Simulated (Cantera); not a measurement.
A closed system holds: 1 mol borazine, 2.9 mol H₂O, held at 925 K and 7.50 Torr.

Cantera equilibrium calculation (NASA polynomials, part measured and part estimated; ideal gas, pure solids and liquids). Candidate condensed phases: B, BN, B₂O₃, B₃O₃H₃, H₂O; 39 gas species. The feed counts by its element totals alone. Equilibrium is a limit: real reactors are often held back by kinetics, nucleation or transport.

What is the equilibrium state?


```
Item                                     Result
------------------------------------  ---------
x(H₂)                                     0.859
x(N₂)                                     0.141
x(H₂O)                                 0.000955
x(NH₃)                                  2.97e-6
x(HBO₂)                                 1.47e-6
n(BN(s))                               1.07 mol
n(B₂O₃(l))                            0.964 mol
gas amount                            6.864 mol
log10 activity of B(s) (absent)           -8.13
log10 activity of B₃O₃H₃(s) (absent)     -17.06
```
